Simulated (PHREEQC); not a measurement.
Solution (25 °C): 0.52 mol/kgw CuSO4. Closed to the air; pH follows from the charge balance.

Computed with PHREEQC (ion-association model, phreeqc.dat).

Task: The ionic strength comes out as 0.914 mol/kgw. What activity coefficients do Cu2(OH)2+2, SO4-2, HSO4-, Cu+2, CuOH+ get?

Result: Cu2(OH)2+2 0.36, SO4-2 0.16, HSO4- 0.78, Cu+2 0.21, CuOH+ 0.61.

Precipitation was switched off in this run. Caution: at this ionic strength the ion-association model is outside its range; a Pitzer model would be the better tool where its parameters exist.
